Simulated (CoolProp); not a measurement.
Vapour-liquid equilibrium of n-heptane (1) + m-xylene (2) at 0.888 MPa; x and y are mole fractions of (1).

The numbers come from the multi-fluid Helmholtz-energy mixture model, Span 2003 and Zhou 2012; pair parameters Bell 2016 in CoolProp.

```tsv
x	bubble temperature, mixture model (°C)	bubble temperature, Raoult's law (°C)	y, mixture model	y, Raoult's law
0.05	239.2	239.9	___	0.104
0.15	___	233.2	0.265	0.283
0.25	225.5	227.1	___	0.430
0.35	220.0	221.6	0.511	0.552
0.45	215.1	216.5	0.608	0.654
0.55	210.6	211.8	0.693	0.740
0.65	206.6	207.4	0.770	0.814
0.75	202.8	203.4	___	0.877
0.85	199.3	199.6	0.907	0.931
0.95	195.9	196.0	0.970	0.979
```

Q: Fill in the missing entries.

A: 
- 0.05, y, mixture model: 0.099
- 0.15, bubble temperature, mixture model (°C): 231.8
- 0.25, y, mixture model: 0.399
- 0.75, y, mixture model: 0.841

The largest gap from Raoult's law is -1.6 K in bubble temperature, at x = 0.25. No azeotrope shows between x = 0.05 and 0.95.

Pair parameters are fitted to limited data, so mixtures are less certain than the pure fluids.
